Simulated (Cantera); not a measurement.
Mixture: 24.1 % CO, 4.82 % H₂, 11.1 % O₂, 60.0 % N₂, equivalence ratio 1.3, at 1.01 bar, adiabatic and at constant pressure. Ignition delay is the time to a rise of 400 K.

Detailed kinetics in Cantera: GRI-Mech 3.0 (53 species, 325 reactions). Where the delays flatten at high temperature, the 400 K rule measures the pace of heat release, not the induction time.

Question: Predict: delay at 1050 K; delay at 1250 K; delay at 1450 K; delay at 1650 K; delay at 1850 K.

Answer: 
```
Property           Result
---------------  --------
delay at 1050 K  0.289 ms
delay at 1250 K   94.9 µs
delay at 1450 K   66.2 µs
delay at 1650 K   67.5 µs
delay at 1850 K   82.1 µs
```
